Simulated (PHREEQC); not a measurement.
Consider water at 20 °C with 1.4 mmol/kgw CdCl2, 39 mmol/kgw NaCl and 0.6 mmol/kgw H2SO4. It is in equilibrium with CO2 at log p = -1 (atm). Otherwise closed; pH follows from the charge balance.

Model: ion-association model, phreeqc.dat, run in PHREEQC.

No solid was allowed to form.

Estimate the pH, specific conductance.

pH 3.00; specific conductance 4360 µS/cm.

In which forms is S present?

SO4-2 85 %, NaSO4- 7.8 %, HSO4- 4.4 %, CdSO4 2.5 % of the S.
